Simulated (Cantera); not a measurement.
Input: 1 mol HBr, 2.2 mol O₂, equilibrated at 2250 °C and 730000 Pa.

Cantera equilibrium calculation (NASA polynomials, part measured and part estimated; ideal gas, pure solids and liquids). Candidate condensed phases: Br₂, H₂O; 12 gas species. Kinetics and transport are ignored.

Base state: O₂ 0.578, Br 0.236, H₂O 0.117, HBr 0.0446, OH 0.0132, Br₂ 0.00646, O 0.00456, H₂ 0.000379 (mole fractions); condensed: gas only.

Problem. What changes in the equilibrium state with this change: pressure from 730000 Pa to 10000 Pa?

Solution. 
```json
[
 {"species": "O₂", "before": "0.578", "after": "0.528"},
 {"species": "Br", "before": "0.236", "after": "0.264"},
 {"species": "H₂O", "before": "0.117", "after": "0.109"},
 {"species": "O", "before": "0.00456", "after": "0.0373"},
 {"species": "OH", "before": "0.0132", "after": "0.0363"},
 {"species": "HBr", "before": "0.0446", "after": "0.0168"},
 {"species": "Br₂", "before": "0.00646", "after": "0.000111"},
 {"species": "H", "before": "0.000200", "after": "0.00492"},
 {"species": "H₂", "before": "0.000379", "after": "0.00314"},
 {"species": "HO₂", "before": "5.79e-5", "after": "1.78e-5"}
]
```
